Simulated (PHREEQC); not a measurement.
Consider water at 5.7 °C with 0.13 mol ZnCl2, 0.0065 mol NaOH and 0.082 mol HCl per kg of water. Closed to the air; pH follows from the charge balance.

Equilibrium calculation in PHREEQC: ion-association model, wateq4f.dat.

Each row changes one thing in this solution. This is a speciation only: nothing precipitates in the calculation.

```
case                                            pH  ionic strength (mol/kgw)  SI of Halite (NaCl)
--------------------------------------------  ----  ------------------------  -------------------
as made                                       1.23                     0.444                -4.53
diluted 5-fold with water                     1.90                    0.0928                -5.80
ZnCl2 replaced by MgCl2 at the same molality  1.24                     0.472                -4.52
ZnCl2 from 0.13 to 0.065 mol/kgw              1.22                     0.267                -4.70
NaOH from 0.0065 to 0.00715 mol/kgw           1.24                     0.444                -4.49
HCl from 0.082 to 0.123 mol/kgw               1.05                     0.482                -4.49
```

Species that the database lacks are ignored. At this temperature some constants are extrapolated from 25 °C, and those without enthalpy data are left unchanged.
